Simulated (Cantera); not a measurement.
**Iron carbonyl, mercury and lead vapours: Fe(CO)₅ + O₂ + H₂**

Input: 1 mol Fe(CO)₅, 0.014 mol O₂, 0.1 mol H₂, held at 6.00 bar.

These are equilibrium values from Cantera (NASA tables, ideal gas, pure condensed phases), not measurements of a reactor. Candidate condensed phases: C, C₆H₆, C₇H₈, C₈H₁₈, Fe, Fe(CO)₅, FeO, Fe(OH)₂, Fe(OH)₃, Fe₂O₃, Fe₃O₄, H₂O; 114 gas species. The tables' stoichiometric FeO is somewhat more stable than real wüstite, so its field is too wide. FeO: taken at fixed stoichiometry. Condensed phases not in the tables: cementite and carbon dissolved in iron. Rates play no part.

```csv
T (°C),x CO,x CO₂,x H₂O,x H₂,x CH₄,x H,n C(graphite),n Fe₃O₄(s),n FeO(s),n Fe(γ),n Fe(δ)
500,0.0251,0.924,0.0447,0.00622,0.000492,<1e-12,3.17,0.333,0,0,0
650,0.200,0.757,0.0277,0.0149,0.000311,1.22e-11,2.79,0,1.00,0,0
800,0.631,0.336,0.0107,0.0217,0.000130,8.42e-10,2.04,0,1.00,0,0
950,0.911,0.0685,0.00206,0.0188,2.81e-5,1.68e-8,0.310,0,0,1.00,0
1100,0.967,0.0128,0.000522,0.0192,1.12e-5,1.88e-7,0.0392,0,0,1.00,0
1250,0.975,0.00522,0.000277,0.0193,3.07e-6,1.31e-6,0,0,0,1.00,0
1400,0.975,0.00515,0.000337,0.0193,5.09e-7,6.45e-6,0,0,0,0,1.000
```
x: gas mole fraction; n: condensed amount in mol.

At 500 °C the condensed part is C(graphite) + Fe₃O₄(s). From 650 °C to 800 °C the condensed part is C(graphite) + FeO(s). From 950 °C to 1100 °C the condensed part is C(graphite) + Fe(γ). At 1250 °C the condensed part is Fe(γ). At 1400 °C the condensed part is Fe(δ).
